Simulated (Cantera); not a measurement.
## Diamond growth

A diamond (100) surface in a fixed gas of H2 with x(CH4) = 0.0053, x(H) = 0.011, x(CH3) = 0.00043, 40.5 Torr; coverages are run to steady state.

Cantera simulation using the Harris–Goodwin 1993 mechanism for the reconstructed diamond (100) surface; the numbers are that mechanism's predictions, not measurements.

| T (K) | growth (µm/h) | θ c6HH | θ c6H* | θ c6*H | θ c6** | θ c6HM |
|---|---|---|---|---|---|---|
| 925 | 8.10 | 0.644 | 0.0119 | 0.303 | 0.00523 | 0.0283 |
| 975 | 10.5 | 0.601 | 0.0158 | 0.345 | 0.00783 | 0.0227 |
| 1025 | 13.0 | 0.560 | 0.0202 | 0.383 | 0.0112 | 0.0182 |
| 1075 | 15.1 | 0.521 | 0.0250 | 0.418 | 0.0154 | 0.0142 |
| 1125 | 15.8 | 0.485 | 0.0301 | 0.448 | 0.0205 | 0.0102 |
| 1175 | 14.2 | 0.452 | 0.0355 | 0.476 | 0.0265 | 0.00638 |
| 1225 | 11.0 | 0.421 | 0.0410 | 0.498 | 0.0334 | 0.00335 |
| 1275 | 8.21 | 0.393 | 0.0465 | 0.517 | 0.0410 | 0.00153 |
| 1325 | 6.68 | 0.366 | 0.0519 | 0.531 | 0.0491 | 0.000654 |
| 1375 | 6.19 | 0.343 | 0.0571 | 0.541 | 0.0578 | 0.000273 |
θ: site fractions in the mechanism's names (c6HH fully hydrogenated, c6H* and c6*H radical sites, c6** diradical, c6HM methylated).
